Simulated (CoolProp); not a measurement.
Vapour-liquid equilibrium of methanol (1) + ethanol (2) at 420.7 K; x and y are mole fractions of (1).

Model: multi-fluid Helmholtz-energy mixture model, de Reuck 1993 and Schroeder 2014; pair parameters Bell 2016, in CoolProp.

```csv
x,"bubble pressure, mixture model (MPa)","bubble pressure, Raoult's law (MPa)","y, mixture model","y, Raoult's law"
0.05,0.9424,0.9424,0.066,0.070
0.2,0.9979,1.001,0.249,0.262
0.35,1.052,1.060,0.414,0.434
0.5,1.106,1.118,0.567,0.587
0.65,1.163,1.177,0.710,0.726
0.8,1.224,1.235,0.843,0.851
0.95,1.290,1.294,0.963,0.964
```

The largest gap from Raoult's law is -1.2 % in bubble pressure, at x = 0.65. No azeotrope shows between x = 0.05 and 0.95.

The pair parameters rest on a limited set of measurements; away from them the model extrapolates.
